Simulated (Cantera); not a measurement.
An isothermal, constant-pressure homogeneous reactor starts with NH₃ : N₂ = 1 : 0.024 (molar parts), at 1723 K and 62000 Pa.

Computed with Cantera and the gas-phase N/H chemistry of the illustrative SiF4/NH3 mechanism in the Surface Chemkin manual (1991). Walls and surfaces, which speed up NH3 decomposition in real reactors, are not modelled.

Question: Predict: x(NH₃) at 10.0 s; x(N) at 10.0 s; x(NH₂) at 10.0 s; x(N₂H₄) at 10.0 s; x(H₂) at 10.0 s.

Answer: 
* **x(NH₃) at 10.0 s**: 0.0396 (gas-phase equilibrium 6.88e-6)
* **x(N) at 10.0 s**: 1.88e-8 (gas-phase equilibrium 5.63e-12)
* **x(NH₂) at 10.0 s**: 2.31e-5 (gas-phase equilibrium 4.78e-9)
* **x(N₂H₄) at 10.0 s**: 2.12e-9 (gas-phase equilibrium <1e-12)
* **x(H₂) at 10.0 s**: 0.711 (gas-phase equilibrium 0.741)
